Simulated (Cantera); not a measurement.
Feed: 1 mol CS2, 1.1 mol H2O, 0.75 mol N2, equilibrated at 1552 °C and 0.00133 bar.

Method: chemical equilibrium by Gibbs-energy minimisation in Cantera with the NASA 1993 tables (ideal gas, pure condensed phases). Rates play no part.

```tsv
species	before	after
N2	0.193	0.282
S2	0.240	0.176
CS2	1.53e-6	0.153
H2	0.254	0.142
CO	0.253	0.150
H2O	0.0153	3.70e-8
CS	6.15e-7	0.0720
SH	0.0115	0.00739
S	0.0122	0.0104
SO2	0.000767	<1e-9
CO2	0.00388	1.00e-8
SO	0.00492	1.83e-8
HCN	2.17e-9	0.000268
S2O	8.56e-5	<1e-9
OH	2.55e-5	<1e-9
```
Gas species are given as mole fractions.

Q: Name the change that produced these shifts.
A. temperature from 1552 °C to 3200 °C
B. pressure from 0.00133 bar to 0.000240 bar
C. H2O from 1.1 to 0.4 mol
D. N2 from 0.75 to 3.2 mol

A: C, H2O from 1.1 to 0.4 mol
